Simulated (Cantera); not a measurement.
Input (Python, Cantera) and output of one run.

```python
import numpy as np
import cantera as ct

gas_names = """
    C CH CH2 CH3 CH2OH CH3O CH4 CH3OH CN CO CO2 COOH C2 C2H CHCO,ketyl C2H2,acetylene C2H2,vinylidene
    CH2CO,ketene C2H3,vinyl CH3CN CH3CO,acetyl C2H4 C2H4O,ethylen CH3CHO,ethanal CH3COOH (HCOOH)2 C2H5
    C2H6 CH3OCH3 C2H5OH CCN CNC C2N2 C2O C3 C3H3,propargyl C3H4,allene C3H4,propyne C3H4,cyclo-
    C3H5,allyl C3H6,propylene C3H6,cyclo- C3H6O C3H7,n-propyl C3H7,i-propyl C3H8 C3H8O,1propanol
    C3H8O,2propanol C3O2 C4 C4H2 C4H4,1,3-cyclo- C4H6,butadiene C4H6,2-butyne C4H6,cyclo- C4H8,1-butene
    C4H8,cis2-buten C4H8,tr2-butene C4H8,isobutene C4H8,cyclo- (CH3COOH)2 C4H9,n-butyl C4H9,i-butyl
    C4H9,s-butyl C4H9,t-butyl C4H10,isobutane C4H10,n-butane C4N2 C5 C5H6,1,3cyclo- C5H8,cyclo-
    C5H10,1-pentene C5H10,cyclo- C5H11,pentyl C5H11,t-pentyl C5H12,n-pentane C5H12,i-pentane
    CH3C(CH3)2CH3 C6H2 C6H5,phenyl C6H5O,phenoxy C6H6 C6H5OH,phenol C6H10,cyclo- C6H12,1-hexene
    C6H12,cyclo- C6H13,n-hexyl C7H7,benzyl C7H8 C7H8O,cresol C7H14,1-heptene C7H15,n-heptyl
    C7H16,n-heptane C8H8,styrene C8H10,ethylbenz C8H16,1-octene C8H17,n-octyl C8H18,isooctane
    C8H18,n-octane C9H19,n-nonyl C10H8,naphthale C10H21,n-decyl C12H9,o-bipheny C12H10,bipheny H HCN HCO
    HCCN HNC HNCO HNO HNO2 HNO3 HO2 H2 HCHO,formaldehy HCOOH H2O H2O2 N NCO NH NH2 NH3 NH2OH NO NO2 NO3
    N2 N2H2 N2H4 N2O O OH O2 O3
""".split()
cond_names = """
    C(gr) C6H6(L) C7H8(L) C8H18(L),n-octa H2O(s) H2O(L)
""".split()


def load(file, names, dense=False):
    # The tables refer to 1 bar. Condensed volumes are neglected.
    table = {s.name: s for s in ct.Species.list_from_file(file)}
    out = []
    for n in names:
        d = dict(table[n].input_data)
        d["thermo"] = dict(d["thermo"], **{"reference-pressure": 1e5})
        if dense:
            d["equation-of-state"] = {"model": "constant-volume", "density": "1e6 g/cm^3"}
        out.append(ct.Species.from_dict(d))
    return out


gas = ct.Solution(thermo="ideal-gas", species=load("nasa_gas.yaml", gas_names))
cond = {s.name: ct.Solution(thermo="fixed-stoichiometry", species=[s], name=s.name)
        for s in load("nasa_condensed.yaml", cond_names, dense=True)}
atoms = {
    'CH4': {'C': 1, 'H': 4},
    'CO2': {'C': 1, 'O': 2},
    'N2': {'N': 2},
    'NH3': {'N': 1, 'H': 3},
}
top_T = {'C(gr)': 4500}  # K; cautious upper limits of use, not melting points


def equilibrate(T, P, feed):
    n = {}
    for name, mol in feed.items():
        for a, k in atoms[name].items():
            n[a] = n.get(a, 0.0) + k * mol
    gas.TPX = T, P, n
    mass = sum(n.values()) * gas.mean_molecular_weight
    gas.equilibrate("TP")
    valid = [c for c in cond.values() if c.min_temp <= T <= top_T.get(c.name, c.max_temp)]
    mix = ct.Mixture([(gas, mass / gas.mean_molecular_weight)] + [(c, 0.0) for c in valid])
    mix.T, mix.P = T, P
    mix.equilibrate("TP", solver="vcs", rtol=1e-11, max_steps=5000)
    return mix


results = []
feed = {'CH4': 1, 'CO2': 0.31, 'N2': 23, 'NH3': 0.21}  # mol
P = 13332.2  # Pa
for T in [1398, 1598, 1798, 1998, 2198, 2398, 2598, 2798, 2998]:
    mix = equilibrate(T, P, feed)
    results.append((T, P, feed, dict(zip(mix.species_names, mix.species_moles))))

top = {s: max(r[3][s] / sum(r[3][g] for g in gas_names) for r in results) for s in gas_names}
cols = sorted((s for s in top if top[s] > 1e-05), key=lambda s: -top[s])[:9]
seen = [c for c in cond_names if any(r[3].get(c, 0) > 1e-12 for r in results)]
print("log10 of partial pressures in bar; condensed amounts in mol")
print(f"{'T/K':>10s}" + "".join(f"{s[:9]:>10s}" for s in cols + seen))
for T, P, feed, n in results:
    ng = sum(n[g] for g in gas_names)
    print(f"{T:10.4g}" + "".join(f"{np.log10(max(n[s] / ng * P / 1e5, 1e-99)):10.3f}" for s in cols)
          + "".join(f"{n.get(c, 0):10.4g}" for c in seen))
```

Result:

```
log10 of partial pressures in bar; condensed amounts in mol
       T/K        N2        H2         H        CO       HCN        CN       HNC C2H2,acet        C3     C(gr)
      1398    -0.927    -1.927    -6.288    -2.498    -4.738   -11.615    -6.665    -7.537   -19.847    0.6863
      1598    -0.927    -1.928    -5.238    -2.498    -4.122    -9.572    -5.765    -6.497   -15.969    0.6747
      1798    -0.928    -1.931    -4.419    -2.498    -3.646    -7.987    -5.068    -5.695   -12.968    0.6433
      1998    -0.928    -1.941    -3.765    -2.499    -3.269    -6.724    -4.516    -5.061   -10.579    0.5754
      2198    -0.930    -1.961    -3.235    -2.499    -2.970    -5.693    -4.073    -4.557    -8.635    0.4517
      2398    -0.933    -2.004    -2.805    -2.501    -2.734    -4.837    -3.719    -4.165    -7.023    0.2579
      2598    -0.939    -2.082    -2.460    -2.504    -2.562    -4.121    -3.447    -3.884    -5.680         0
      2798    -0.944    -2.177    -2.178    -2.510    -2.597    -3.675    -3.396    -4.007    -5.037         0
      2998    -0.952    -2.332    -1.970    -2.517    -2.673    -3.298    -3.398    -4.202    -4.507         0
```

Cantera equilibrium calculation (NASA polynomials, part measured and part estimated; ideal gas, pure solids and liquids).
